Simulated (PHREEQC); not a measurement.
Sulfide liquor: speciation

Solution (25 °C): 0.23 mol/kgw NaHS and 3.5e-05 mol/kgw ZnCl2. Closed to the air; pH follows from the charge balance.

Equilibrium calculation in PHREEQC: ion-association model, wateq4f.dat.

```json
{
 "pH": "9.60",
 "ionic_strength": "0.230 mol/kgw",
 "activity_of_water": "0.992",
 "total_alkalinity": "230 meq/kg"
}
```

| species | molality | activity | log γ |
|---|---|---|---|
| Na+ | 0.230 | 0.169 | -0.133 |
| HS- | 0.229 | 0.160 | -0.158 |
| H2S | 0.000330 | 0.000348 | 0.023 |
| S-2 | 0.000273 | 7.72e-5 | -0.547 |
| Cl- | 7.00e-5 | 4.91e-5 | -0.154 |
| OH- | 5.73e-5 | 3.98e-5 | -0.158 |

No solid was allowed to form. Examples of supersaturated solids here: Sphalerite (slow to form). Others may be too. The polysulfide entries of wateq4f.dat were taken out for this run.
